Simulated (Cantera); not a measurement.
Standard-state values (1 bar) from the NASA 1993 polynomials, evaluated with Cantera. Values are per mole of reaction as written; species without (g) are pure solids or liquids, kept so even where they would boil at 1 bar.

### Question
Between 375 and 750 K, where is each reaction favourable under standard conditions?
- 8 CH₃(g) + CS₂(g) → 3 C₃H₈(g) + 2 S

### Answer
- 8 CH₃(g) + CS₂(g) → 3 C₃H₈(g) + 2 S: ΔG° is -1262 kJ at 375 K and -916 kJ at 750 K; it stays negative (K > 1). ΔH° is -1605 kJ and ΔS° -919 J/K at 750 K.
